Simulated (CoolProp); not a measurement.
Vapour-liquid equilibrium of n-butane (1) + R113 (2) at -25.45 °C; x and y are mole fractions of (1).

Model: multi-fluid Helmholtz-energy mixture model, Bücker 2006 and Marx 1992; pair parameters Bell 2016, in CoolProp.

```json
[
 {"x": "0.05", "bubble pressure (MPa)": "0.006118", "y at the bubble point": "0.415", "dew pressure at overall composition x (MPa)": "0.003938", "liquid density (mol/L)": "9.041"},
 {"x": "0.125", "bubble pressure (MPa)": "0.009382", "y at the bubble point": "0.646", "dew pressure at overall composition x (MPa)": "[?]", "liquid density (mol/L)": "9.155"},
 {"x": "0.2", "bubble pressure (MPa)": "0.01234", "y at the bubble point": "0.751", "dew pressure at overall composition x (MPa)": "0.004614", "liquid density (mol/L)": "9.271"},
 {"x": "0.275", "bubble pressure (MPa)": "0.01502", "y at the bubble point": "0.812", "dew pressure at overall composition x (MPa)": "0.005047", "liquid density (mol/L)": "9.391"},
 {"x": "0.35", "bubble pressure (MPa)": "0.01748", "y at the bubble point": "0.852", "dew pressure at overall composition x (MPa)": "[?]", "liquid density (mol/L)": "9.515"},
 {"x": "0.425", "bubble pressure (MPa)": "0.01974", "y at the bubble point": "0.881", "dew pressure at overall composition x (MPa)": "0.006211", "liquid density (mol/L)": "9.642"},
 {"x": "0.5", "bubble pressure (MPa)": "0.02186", "y at the bubble point": "0.903", "dew pressure at overall composition x (MPa)": "0.007018", "liquid density (mol/L)": "9.774"},
 {"x": "0.575", "bubble pressure (MPa)": "0.02387", "y at the bubble point": "0.921", "dew pressure at overall composition x (MPa)": "0.008063", "liquid density (mol/L)": "9.911"},
 {"x": "0.65", "bubble pressure (MPa)": "0.02582", "y at the bubble point": "0.937", "dew pressure at overall composition x (MPa)": "0.009468", "liquid density (mol/L)": "10.05"},
 {"x": "0.725", "bubble pressure (MPa)": "0.02774", "y at the bubble point": "0.952", "dew pressure at overall composition x (MPa)": "[?]", "liquid density (mol/L)": "10.20"},
 {"x": "0.8", "bubble pressure (MPa)": "0.02967", "y at the bubble point": "0.965", "dew pressure at overall composition x (MPa)": "0.01443", "liquid density (mol/L)": "10.35"},
 {"x": "0.875", "bubble pressure (MPa)": "0.03165", "y at the bubble point": "0.978", "dew pressure at overall composition x (MPa)": "0.01927", "liquid density (mol/L)": "10.51"},
 {"x": "0.95", "bubble pressure (MPa)": "0.03371", "y at the bubble point": "0.991", "dew pressure at overall composition x (MPa)": "0.02751", "liquid density (mol/L)": "10.68"}
]
```

Problem. Fill in the missing entries.

Solution. 
- 0.125, dew pressure at overall composition x (MPa): 0.004250
- 0.35, dew pressure at overall composition x (MPa): 0.005569
- 0.725, dew pressure at overall composition x (MPa): 0.01145

No azeotrope shows between x = 0.05 and 0.95.

Pair parameters are fitted to limited data, so mixtures are less certain than the pure fluids.
